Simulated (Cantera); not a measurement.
An adiabatic, constant-pressure homogeneous reactor starts with 10.3 % CH3OH, 8.54 % O2, 81.2 % N2, at 1225 K and 500000 Pa.

Cantera simulation using GRI-Mech 3.0 (53 species, 325 reactions); the numbers are that mechanism's predictions, not measurements. GRI-Mech 3.0 was tuned for natural gas; its chemistry of methanol as a main component is partial and can be far from experiment.

Q: Predict: time of steepest temperature rise; temperature at 0.700 s; equilibrium temperature; x(O2) at 0.700 s; x(H) at 0.700 s; x(O) at 0.700 s; x(CH2O) at 0.700 s.

A: 
```json
{
  "time_of_steepest_temperature_rise": "1.84 ms",
  "temperature at 0.700 s": "2010 K",
  "equilibrium_temperature": "2010 K",
  "x(O2) at 0.700 s": "8.56e-8 (gas-phase equilibrium 8.56e-8)",
  "x(H) at 0.700 s": "0.000190 (gas-phase equilibrium 0.000190)",
  "x(O) at 0.700 s": "9.47e-8 (gas-phase equilibrium 9.47e-8)",
  "x(CH2O) at 0.700 s": "7.56e-9 (gas-phase equilibrium 7.56e-9)"
}
```
